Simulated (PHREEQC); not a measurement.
Make-up at 25 °C: 0.0027 mol ZnSO4, 0.0034 mol H3BO3 and 0.00034 mol FeSO4 per kg of water. Closed to the air; pH follows from the charge balance.

All values are PHREEQC results (ion-association model, phreeqc.dat), not measurements.

Question: The ionic strength comes out as 0.00971 mol/kgw. What activity coefficients do H2BO3-, H+, SO4-2, Zn(SO4)2-2, Zn+2 get?

Answer: H2BO3- 0.90, H+ 0.91, SO4-2 0.67, Zn(SO4)2-2 0.67, Zn+2 0.67.

No solid was allowed to form.
